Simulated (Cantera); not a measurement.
Charge: 1 mol Cr, 16 mol NH₃, 4.6 mol N₂, 0.14 mol H₂O, at 1625 °C and 15000 Pa.

Cantera equilibrium calculation (NASA polynomials, part measured and part estimated; ideal gas, pure solids and liquids). Candidate condensed phases: Cr, CrN, Cr₂N, Cr₂O₃, H₂O; 29 gas species. Equilibrium is a limit: real reactors are often held back by kinetics, nucleation or transport.

**Question.** What is the equilibrium state?

**Answer.** 
```json
{
  "x(H₂)": "0.650",
  "x(N₂)": "0.342",
  "x(H₂O)": "0.00379",
  "x(Cr)": "0.00228",
  "x(H)": "0.00163",
  "x(CrO)": "7.94e-6",
  "x(NH₃)": "1.11e-6",
  "n(Cr(s))": "0.916 mol",
  "gas_amount": "36.85 mol",
  "log10 activity of Cr₂N(s) (absent)": "-0.83"
}
```
